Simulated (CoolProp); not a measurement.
Vapour-liquid equilibrium of cyclohexane (1) + toluene (2) at 0.082 MPa; x and y are mole fractions of (1).

The numbers come from the multi-fluid Helmholtz-energy mixture model, Zhou 2014 and Lemmon 2006; pair parameters Bell 2016 in CoolProp.

```
x      bubble temperature, mixture model (°C)  bubble temperature, Raoult's law (°C)  y, mixture model  y, Raoult's law
-----  --------------------------------------  -------------------------------------  ----------------  ---------------
0.05                                    100.2                                  101.1             0.131            0.110
0.125                              (withheld)                                   98.1             0.289            0.253
0.2                                (withheld)                                   95.2             0.411            0.375
0.275                              (withheld)                                   92.6             0.508            0.479
0.35                                     87.2                                   90.1             0.587            0.568
0.425                                    85.0                                   87.8             0.654            0.646
0.5                                (withheld)                                   85.6             0.712            0.714
0.575                                    81.3                                   83.5             0.763            0.773
0.65                                     79.8                                   81.6             0.809            0.825
0.725                                    78.3                                   79.8             0.852            0.871
0.8                                      77.0                                   78.0             0.893            0.911
0.875                                    75.8                                   76.4        (withheld)            0.948
0.95                                     74.6                                   74.8             0.973            0.980
```

### Question
Complete the blanks.

### Answer

- 0.125, bubble temperature, mixture model (°C): 96.1
- 0.2, bubble temperature, mixture model (°C): 92.7
- 0.275, bubble temperature, mixture model (°C): 89.8
- 0.5, bubble temperature, mixture model (°C): 83.1
- 0.875, y, mixture model: 0.933

The largest gap from Raoult's law is -2.9 K in bubble temperature, at x = 0.35. No azeotrope shows between x = 0.05 and 0.95.

The pair parameters rest on a limited set of measurements; away from them the model extrapolates.
